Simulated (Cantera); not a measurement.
What does this Cantera script print?

```python
import numpy as np
import cantera as ct

gas_names = """
    B BH BH2 BH3 BN BO BO2 B2 B2O B2O2 B2O3 B3O3H3 H HBO HBO2 HNO HNO2 HNO3 HO2 H2 H2O H2O2 H3B3O6 N NH
    NH2 NH3 NH2OH NO NO2 NO3 N2 N2H2 N2H4 N2O O OH O2 O3
""".split()
cond_names = """
    B(b) B(L) BN(s) B2O3(L) B3O3H3(cr) H2O(s) H2O(L)
""".split()


def load(file, names, dense=False):
    # The tables refer to 1 bar. Condensed volumes are neglected.
    table = {s.name: s for s in ct.Species.list_from_file(file)}
    out = []
    for n in names:
        d = dict(table[n].input_data)
        d["thermo"] = dict(d["thermo"], **{"reference-pressure": 1e5})
        if dense:
            d["equation-of-state"] = {"model": "constant-volume", "density": "1e6 g/cm^3"}
        out.append(ct.Species.from_dict(d))
    return out


gas = ct.Solution(thermo="ideal-gas", species=load("nasa_gas.yaml", gas_names))
cond = {s.name: ct.Solution(thermo="fixed-stoichiometry", species=[s], name=s.name)
        for s in load("nasa_condensed.yaml", cond_names, dense=True)}
atoms = {
    'BN': {'B': 1, 'N': 1},
    'H2O': {'H': 2, 'O': 1},
    'H2': {'H': 2},
}
top_T = {'BN(s)': 3200}  # K; cautious upper limits of use, not melting points


def equilibrate(T, P, feed):
    n = {}
    for name, mol in feed.items():
        for a, k in atoms[name].items():
            n[a] = n.get(a, 0.0) + k * mol
    gas.TPX = T, P, n
    mass = sum(n.values()) * gas.mean_molecular_weight
    gas.equilibrate("TP")
    valid = [c for c in cond.values() if c.min_temp <= T <= top_T.get(c.name, c.max_temp)]
    mix = ct.Mixture([(gas, mass / gas.mean_molecular_weight)] + [(c, 0.0) for c in valid])
    mix.T, mix.P = T, P
    mix.equilibrate("TP", solver="vcs", rtol=1e-11, max_steps=5000)
    return mix


results = []
P = 13332.2  # Pa
for T in [1573, 1598, 1623, 1648, 1673, 1698, 1723, 1748, 1773]:
    for m in [1.6, 1.9, 2.3, 2.8, 3.3, 4, 4.9, 5.9, 7.1]:
        feed = {'BN': 1, 'H2O': m, 'H2': 0.42}  # mol
        mix = equilibrate(T, P, feed)
        results.append((T, P, feed, dict(zip(mix.species_names, mix.species_moles))))

for T, P, feed, n in results:
    print(f"{T:7g} {feed['H2O']:10.4g}  " + (" + ".join(c for c in cond_names if n.get(c, 0) > 1e-12) or "gas only"))
```

Result:

```
   1573        1.6  B2O3(L)
   1573        1.9  B2O3(L)
   1573        2.3  B2O3(L)
   1573        2.8  B2O3(L)
   1573        3.3  B2O3(L)
   1573          4  B2O3(L)
   1573        4.9  B2O3(L)
   1573        5.9  B2O3(L)
   1573        7.1  B2O3(L)
   1598        1.6  B2O3(L)
   1598        1.9  B2O3(L)
   1598        2.3  B2O3(L)
   1598        2.8  B2O3(L)
   1598        3.3  B2O3(L)
   1598          4  B2O3(L)
   1598        4.9  B2O3(L)
   1598        5.9  B2O3(L)
   1598        7.1  gas only
   1623        1.6  B2O3(L)
   1623        1.9  B2O3(L)
   1623        2.3  B2O3(L)
   1623        2.8  B2O3(L)
   1623        3.3  B2O3(L)
   1623          4  B2O3(L)
   1623        4.9  B2O3(L)
   1623        5.9  gas only
   1623        7.1  gas only
   1648        1.6  B2O3(L)
   1648        1.9  B2O3(L)
   1648        2.3  B2O3(L)
   1648        2.8  B2O3(L)
   1648        3.3  B2O3(L)
   1648          4  B2O3(L)
   1648        4.9  B2O3(L)
   1648        5.9  gas only
   1648        7.1  gas only
   1673        1.6  B2O3(L)
   1673        1.9  B2O3(L)
   1673        2.3  B2O3(L)
   1673        2.8  B2O3(L)
   1673        3.3  B2O3(L)
   1673          4  B2O3(L)
   1673        4.9  gas only
   1673        5.9  gas only
   1673        7.1  gas only
   1698        1.6  B2O3(L)
   1698        1.9  B2O3(L)
   1698        2.3  B2O3(L)
   1698        2.8  B2O3(L)
   1698        3.3  B2O3(L)
   1698          4  gas only
   1698        4.9  gas only
   1698        5.9  gas only
   1698        7.1  gas only
   1723        1.6  B2O3(L)
   1723        1.9  B2O3(L)
   1723        2.3  B2O3(L)
   1723        2.8  B2O3(L)
   1723        3.3  gas only
   1723          4  gas only
   1723        4.9  gas only
   1723        5.9  gas only
   1723        7.1  gas only
   1748        1.6  B2O3(L)
   1748        1.9  B2O3(L)
   1748        2.3  B2O3(L)
   1748        2.8  B2O3(L)
   1748        3.3  gas only
   1748          4  gas only
   1748        4.9  gas only
   1748        5.9  gas only
   1748        7.1  gas only
   1773        1.6  B2O3(L)
   1773        1.9  B2O3(L)
   1773        2.3  B2O3(L)
   1773        2.8  gas only
   1773        3.3  gas only
   1773          4  gas only
   1773        4.9  gas only
   1773        5.9  gas only
   1773        7.1  gas only
```

Equilibrium computed with Cantera from the NASA thermochemical tables; the gas is ideal and each condensed phase is pure. Gases not in the tables: H3BO3.
